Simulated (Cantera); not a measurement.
What does this Cantera script print?

```python
import numpy as np
import cantera as ct

gas_names = """
    H HO2 H2 H2O H2O2 H2S H2SO4 O OH O2 O3 S SH SO SO2 SO3 S2 S2O S8
""".split()
cond_names = """
    H2O(s) H2O(L) H2SO4(L) S(cr1) S(cr2) S(L)
""".split()


# ... load() reads the species with a 1 bar reference pressure and builds the phases ...
atoms = {
    'S': {'S': 1},
    'H2O': {'H': 2, 'O': 1},
    'H2': {'H': 2},
}
top_T = {}  # K; cautious upper limits of use, not melting points


# ... equilibrate(T, P, feed) seeds the gas with the atoms and calls Mixture.equilibrate('TP', solver="vcs", rtol=1e-11, max_steps=5000) ...
results = []
feed = {'S': 1, 'H2O': 0.46, 'H2': 1.8}  # mol
P = 133.322  # Pa
for T in [1125, 1175, 1225, 1275, 1325, 1375, 1425, 1475, 1525, 1575, 1625, 1675, 1725]:
    mix = equilibrate(T, P, feed)
    results.append((T, P, feed, dict(zip(mix.species_names, mix.species_moles))))

top = {s: max(r[3][s] / sum(r[3][g] for g in gas_names) for r in results) for s in gas_names}
cols = sorted((s for s in top if top[s] > 0.001), key=lambda s: -top[s])[:6]
seen = [c for c in cond_names if any(r[3].get(c, 0) > 1e-12 for r in results)]
print("log10 of partial pressures in bar; condensed amounts in mol")
print(f"{'T/K':>10s}" + "".join(f"{s[:9]:>10s}" for s in cols + seen))
for T, P, feed, n in results:
    ng = sum(n[g] for g in gas_names)
    print(f"{T:10.4g}" + "".join(f"{np.log10(max(n[s] / ng * P / 1e5, 1e-99)):10.3f}" for s in cols)
          + "".join(f"{n.get(c, 0):10.4g}" for c in seen))
```

It prints:

```
log10 of partial pressures in bar; condensed amounts in mol
       T/K        H2       H2S       H2O        S2        SH        SO
      1125    -3.175    -3.526    -3.608    -3.924    -6.203    -8.001
      1175    -3.147    -3.633    -3.618    -3.837    -5.998    -7.621
      1225    -3.126    -3.746    -3.626    -3.777    -5.823    -7.277
      1275    -3.110    -3.861    -3.633    -3.736    -5.670    -6.962
      1325    -3.098    -3.975    -3.639    -3.707    -5.535    -6.671
      1375    -3.089    -4.086    -3.645    -3.688    -5.414    -6.403
      1425    -3.083    -4.194    -3.650    -3.675    -5.305    -6.154
      1475    -3.078    -4.297    -3.655    -3.666    -5.206    -5.924
      1525    -3.074    -4.396    -3.662    -3.662    -5.116    -5.710
      1575    -3.071    -4.491    -3.670    -3.660    -5.033    -5.512
      1625    -3.068    -4.581    -3.679    -3.661    -4.957    -5.330
      1675    -3.066    -4.668    -3.691    -3.665    -4.886    -5.163
      1725    -3.064    -4.752    -3.705    -3.672    -4.822    -5.009
```

Cantera equilibrium calculation (NASA polynomials, part measured and part estimated; ideal gas, pure solids and liquids). Gases not in the tables: S3 to S7.
